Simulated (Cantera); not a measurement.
A perfectly stirred reactor is fed with CH4 : H2 : O2 : N2 = 1 : 0.038 : 1.55 : 5.84 (molar parts), at 16.8 atm; it is adiabatic with a 500 K inlet, and is followed from long to short residence time, starting on the burning branch (τ in s: 0.025, 0.013, 0.0065, 0.0033, 0.0017, 0.00088, 0.00045, 0.00023, 0.00012, 6.1e-05, 3.1e-05, 1.6e-05).

Model: GRI-Mech 3.0 (53 species, 325 reactions), integrated in Cantera. The pressure lies above the range GRI-Mech 3.0 was tuned for (to about 10 atm).

### Question
What does this change do: CH4 1 to 0.72 parts?

### Answer
```
quantity                                                                      before                                   after
------------------------------------------------  ----------------------------------  --------------------------------------
blow-out, bracketed by the residence times tried  burning at 61.0 µs, out at 31.0 µs  burning at 16.0 µs, the shortest tried
x(CH4) at τ = 25.0 ms                                                       0.000154                                 1.41e-6
x(H2) at τ = 25.0 ms                                                          0.0431                                 0.00112
x(O2) at τ = 25.0 ms                                                         6.15e-5                                  0.0114
x(N2O) at τ = 25.0 ms                                                        1.24e-8                                 8.39e-7
x(CO) at τ = 25.0 ms                                                          0.0620                                 0.00307
x(CH4) at τ = 0.450 ms                                                       0.00241                                 5.38e-5
x(H2) at τ = 0.450 ms                                                         0.0370                                 0.00222
x(O2) at τ = 0.450 ms                                                        0.00237                                  0.0146
x(N2O) at τ = 0.450 ms                                                       4.67e-8                                 1.04e-6
x(CO) at τ = 0.450 ms                                                         0.0581                                 0.00664
```

### Question
What does this change do: O2 1.55 to 1.1 parts?

### Answer
```json
[
 {"quantity": "blow-out, bracketed by the residence times tried", "before": "burning at 61.0 µs, out at 31.0 µs", "after": "burning at 1.70 ms, out at 0.880 ms"},
 {"quantity": "x(CH4) at τ = 25.0 ms", "before": "0.000154", "after": "0.0197"},
 {"quantity": "x(H2) at τ = 25.0 ms", "before": "0.0431", "after": "0.0523"},
 {"quantity": "x(O2) at τ = 25.0 ms", "before": "6.15e-5", "after": "0.00149"},
 {"quantity": "x(N2O) at τ = 25.0 ms", "before": "1.24e-8", "after": "8.20e-9"},
 {"quantity": "x(CO) at τ = 25.0 ms", "before": "0.0620", "after": "0.0486"},
 {"quantity": "x(CH4) at τ = 0.450 ms", "before": "0.00241", "after": "0.125"},
 {"quantity": "x(H2) at τ = 0.450 ms", "before": "0.0370", "after": "0.00476"},
 {"quantity": "x(O2) at τ = 0.450 ms", "before": "0.00237", "after": "0.138"},
 {"quantity": "x(N2O) at τ = 0.450 ms", "before": "4.67e-8", "after": "<1e-12"},
 {"quantity": "x(CO) at τ = 0.450 ms", "before": "0.0581", "after": "<1e-12"}
]
```
